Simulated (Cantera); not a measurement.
Cantera with NASA thermochemical tables; ideal gases at 1 bar, condensed phases pure. Values are per mole of reaction as written; species without (g) are pure solids or liquids, kept so even where they would boil at 1 bar. TaC: taken at fixed stoichiometry.

H₂(g) + 2 TaC + N₂(g) → 2 Ta + 2 HCN(g), with ΔH° = 558.2 kJ and ΔS° = 79.5 J/K at 300 K.

**Question.** How far is the shortcut ΔG° ≈ ΔH°(300 K) − T·ΔS°(300 K) from the full temperature-dependent value at 2273, 2348, 2423, 2498, 2573, 2648, 2723, 2798, 2873 K?

**Answer.** 
| T (K) | shortcut (kJ) | full (kJ) | difference (kJ) | difference in log10 K |
|---|---|---|---|---|
| 2273 | 377.5 | 404.3 | -26.8 | 0.62 |
| 2348 | 371.5 | 399.8 | -28.3 | 0.63 |
| 2423 | 365.6 | 395.4 | -29.8 | 0.64 |
| 2498 | 359.6 | 391.0 | -31.4 | 0.66 |
| 2573 | 353.7 | 386.6 | -33.0 | 0.67 |
| 2648 | 347.7 | 382.3 | -34.6 | 0.68 |
| 2723 | 341.7 | 377.9 | -36.2 | 0.69 |
| 2798 | 335.8 | 373.6 | -37.8 | 0.71 |
| 2873 | 329.8 | 369.3 | -39.5 | 0.72 |
The shortcut ignores the heat-capacity change of the reaction.
